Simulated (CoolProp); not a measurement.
A single-stage vapour-compression cycle with isobutane: evaporating at 308.15 K (dew point), condensing at 366.15 K (bubble point), superheat 8 K, subcooling 2 K, compressor efficiency 0.8, no pressure losses. Each further row changes one setting.

Values from CoolProp's reference Helmholtz-energy equation of state, Bücker 2006.

```
case                              cooling COP  pressure ratio  discharge temperature (K)  refrigerating effect (kJ/kg)  volumetric capacity (kJ/m³)
--------------------------------  -----------  --------------  -------------------------  ----------------------------  ---------------------------
as stated                                2.78            3.74                      369.9                           179                         2060
evaporating temperature 313.15 K         3.21            3.28                      370.0                           186                         2440
condensing temperature 361.15 K          3.23               …                      365.2                           194                         2240
subcooling 7 K                              …            3.74                      369.9                           194                         2240
superheat 18 K                              …            3.74                      378.6                           198                         2180
compressor efficiency 0.7                   …            3.74                          …                           179                         2060
```

Q: Some entries are withheld; supply them.

A: 
- condensing temperature 361.15 K, pressure ratio: 3.40
- subcooling 7 K, cooling COP: 3.02
- superheat 18 K, cooling COP: 2.91
- compressor efficiency 0.7, cooling COP: 2.43
- compressor efficiency 0.7, discharge temperature (K): 373.4
